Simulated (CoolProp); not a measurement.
Vapour-liquid equilibrium of CH2F2 (R32) (1) + R227EA (2) at 206.7 K; x and y are mole fractions of (1).

Values from CoolProp's multi-fluid Helmholtz-energy mixture model, Tillner-Roth 1997 and Lemmon 2016; pair parameters Bell 2016.

```tsv
x	bubble pressure, mixture model (MPa)	bubble pressure, Raoult's law (MPa)	y, mixture model	y, Raoult's law
0.05	0.009086	0.007987	0.365	0.280
0.15	0.01519	0.01186	0.658	0.566
0.25	___	0.01573	0.777	0.712
0.35	0.02566	0.01961	0.838	0.799
0.45	___	0.02348	___	0.858
0.55	___	0.02735	0.901	0.900
0.65	0.03560	0.03122	0.921	0.932
0.75	___	0.03510	0.940	0.957
0.85	___	0.03897	0.960	0.977
0.95	___	0.04284	0.985	0.993
```

Task: What belongs in the gaps?

Result: 
- 0.25, bubble pressure, mixture model (MPa): 0.02083
- 0.45, bubble pressure, mixture model (MPa): 0.02963
- 0.45, y, mixture model: 0.876
- 0.55, bubble pressure, mixture model (MPa): 0.03286
- 0.75, bubble pressure, mixture model (MPa): 0.03810
- 0.85, bubble pressure, mixture model (MPa): 0.04060
- 0.95, bubble pressure, mixture model (MPa): 0.04331

The largest gap from Raoult's law is +32.4 % in bubble pressure, at x = 0.25. No azeotrope shows between x = 0.05 and 0.95.

The pair parameters rest on a limited set of measurements; away from them the model extrapolates.
